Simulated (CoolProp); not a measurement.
Vapour-liquid equilibrium of R152A (1) + isobutane (2) at 3.15 bar; x and y are mole fractions of (1).

The numbers come from the multi-fluid Helmholtz-energy mixture model, Outcalt 1996 and Bücker 2006; pair parameters Bell 2016 in CoolProp.

Q: Give the bubble temperature and the first vapour's composition at x = 0.05, 0.35, 0.65. Is there an azeotrope?

A: x = 0.05: 16.1 °C, y = 0.176; x = 0.35: 3.3 °C, y = 0.566; x = 0.65: 1.1 °C, y = 0.685. y crosses x between x = 0.65 and 0.75: the model has an azeotrope there.

Pair parameters are fitted to limited data, so mixtures are less certain than the pure fluids.
